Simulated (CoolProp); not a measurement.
R407C at 468.21 K and 11.1 MPa flows at 13 m/s in a round tube of 6 mm bore and 15 µm roughness, fully developed (64/Re and Nu = 3.66 if laminar; Colebrook and Gnielinski if turbulent). Each further row changes one setting.

Model: reference Helmholtz-energy equation of state, Lemmon 2003, in CoolProp. It is a pseudo-pure fit of the blend.

| case | Reynolds number | Darcy friction factor | pressure drop (Pa/m) | heat-transfer coefficient (W/(m² K)) | mass flow (kg/h) |
|---|---|---|---|---|---|
| as stated | 837000 | 0.0251 | 122000 | 19700 | 459 |
| velocity 26 m/s | 1670000 | 0.0250 | 488000 | 39400 | 917 |
| diameter 12 mm | 1670000 | 0.0209 | 51000 | 16600 | 1830 |

Viscosity comes from a separate model (Geller 2000). Thermal conductivity comes from a separate model (Geller 2001).
